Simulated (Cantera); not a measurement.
Charge: 1 mol PbO, 3.9 mol CO, 0.47 mol H₂.

Cantera equilibrium calculation (NASA polynomials, part measured and part estimated; ideal gas, pure solids and liquids). Candidate condensed phases: C, C₆H₆, C₇H₈, C₈H₁₈, H₂O, Pb, PbO, PbO₂, Pb₃O₄; 113 gas species. The numbers say what is thermodynamically allowed, not how fast it happens.

### Question
What condenses at these points (T in K, P in Pa): (1500, 460); (1100, 36); (1100, 1000000); (1150, 280000); (1150, 77000); (1300, 1700)?

### Answer
```json
[
 {"T (K)": "1500", "P in Pa": "460", "condensed phases": "gas only", "Pb condensed (%)": "0.0"},
 {"T (K)": "1100", "P in Pa": "36", "condensed phases": "gas only", "Pb condensed (%)": "0.0"},
 {"T (K)": "1100", "P in Pa": "1000000", "condensed phases": "C + Pb", "Pb condensed (%)": "100.0"},
 {"T (K)": "1150", "P in Pa": "280000", "condensed phases": "Pb", "Pb condensed (%)": "100.0"},
 {"T (K)": "1150", "P in Pa": "77000", "condensed phases": "Pb", "Pb condensed (%)": "99.8"},
 {"T (K)": "1300", "P in Pa": "1700", "condensed phases": "Pb", "Pb condensed (%)": "20.2"}
]
```
